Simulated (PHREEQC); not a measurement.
4.6 g of hydrous ferric oxide (600 m²/g; 0.2 weak and 0.005 strong sites per Fe, Dzombak-Morel constants, diffuse double layer) in 1 kg of water with 0.005 mol/kgw of an inert sodium salt and 6.1e-05 mol SrCl2, at 25 °C; the pH is set by adding NaOH or the inert anion's acid. O2 is buffered at 0.21 atm. The system is closed to CO2. Precipitation was switched off in this run.

The series has 17 steps of pH, from 4 to 12.

All values are PHREEQC results (ion-association model, wateq4f.dat), not measurements.

Q: Near which pH is half of the Sr sorbed, and on which side is more sorbed?

A: Near pH 7.5, with more sorbed at higher pH.
